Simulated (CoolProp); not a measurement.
Toluene along the isobar 0.101 MPa: density (kg/m³) from the reference equation and from simpler models built on Tc = 318.6 °C, pc = 4.126 MPa, ω = 0.266; each cubic takes its own stable root.

Model: reference Helmholtz-energy equation of state, Lemmon 2006, in CoolProp. It is a short technical equation, of lower accuracy than the large ones.

```
T (°C)   phase  reference  Redlich-Kwong  Soave-Redlich-Kwong
------  ------  ---------  -------------  -------------------
-72.95  liquid      953.4          817.6                824.1
-41.95  liquid      924.2          798.5                808.2
-10.85  liquid      895.4          777.4                790.4
20.15   liquid      866.8          754.3                770.7
51.25   liquid      837.6          728.9                748.4
82.25   liquid      807.7          700.9                723.5
113.35     gas      3.014          2.979                2.989
144.35     gas      2.763          2.742                2.749
175.45     gas      2.554          2.542                2.546
206.45     gas      2.377          2.370                2.373
237.55     gas      2.224          2.220                2.222
```
